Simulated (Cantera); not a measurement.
Charge: 1 mol C₂H₂, 0.81 mol H₂O, 1.4 mol N₂, equilibrated at 1223 K and 5180 Torr.

These are equilibrium values from Cantera (NASA tables, ideal gas, pure condensed phases), not measurements of a reactor. Candidate condensed phases: C, C₆H₆, C₇H₈, C₈H₁₈, H₂O; 136 gas species. Equilibrium is a limit: real reactors are often held back by kinetics, nucleation or transport.

Base state: H₂ 0.420, N₂ 0.359, CO 0.190, CH₄ 0.0162, H₂O 0.0111, CO₂ 0.00342, NH₃ 0.000194, HCN 3.72e-5 (mole fractions); condensed: C(graphite).

What changes in the equilibrium state with this change: pressure from 5180 Torr to 540 Torr?


| species | before | after |
|---|---|---|
| H₂ | 0.420 | 0.447 |
| N₂ | 0.359 | 0.349 |
| CO | 0.190 | 0.200 |
| CH₄ | 0.0162 | 0.00191 |
| H₂O | 0.0111 | 0.00129 |
| NH₃ | 0.000194 | 2.19e-5 |
| CO₂ | 0.00342 | 0.000397 |
| HCN | 3.72e-5 | 3.78e-5 |
| C(graphite), mol | 1.18 | 1.19 |
